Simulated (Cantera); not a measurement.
## Iron carbonyl, mercury and lead vapours: PbO + O2 + H2

Input: 1 mol PbO, 1.2 mol O2, a varied amount of H2, at 798 K and 10000 Pa.

Method: chemical equilibrium by Gibbs-energy minimisation in Cantera with the NASA 1993 tables (ideal gas, pure condensed phases). Candidate condensed phases: H2O, Pb, PbO, PbO2, Pb3O4; 12 gas species. The numbers say what is thermodynamically allowed, not how fast it happens.

From 1.6 mol H2 to 2.2 mol H2 the condensed part is PbO(yellow). At 3.1 mol H2 the condensed part is Pb(l) + PbO(yellow). From 4.3 mol H2 to 47 mol H2 the condensed part is Pb(l).

```
n(H2) (mol)   x H2O     x H2    x O2     x Pb     x OH  n PbO(yellow)  n Pb(l)
-----------  ------  -------  ------  -------  -------  -------------  -------
1.6           0.800   <1e-12   0.200   <1e-12  4.08e-9           1.00        0
2.2           0.957   <1e-12  0.0435   <1e-12  3.04e-9           1.00        0
3.1           1.000  6.25e-5  <1e-12  5.73e-7   <1e-12          0.300    0.700
4.3           0.791    0.209  <1e-12  5.73e-7   <1e-12              0    1.000
6.1           0.557    0.443  <1e-12  5.73e-7   <1e-12              0    1.000
8.5           0.400    0.600  <1e-12  5.73e-7   <1e-12              0    1.000
12            0.283    0.717  <1e-12  5.73e-7   <1e-12              0    1.000
17            0.200    0.800  <1e-12  5.73e-7   <1e-12              0    1.000
24            0.142    0.858  <1e-12  5.73e-7   <1e-12              0    1.000
33            0.103    0.897  <1e-12  5.73e-7   <1e-12              0    1.000
47           0.0723    0.928  <1e-12  5.73e-7   <1e-12              0    1.000
```
x: gas mole fraction; n: condensed amount in mol.
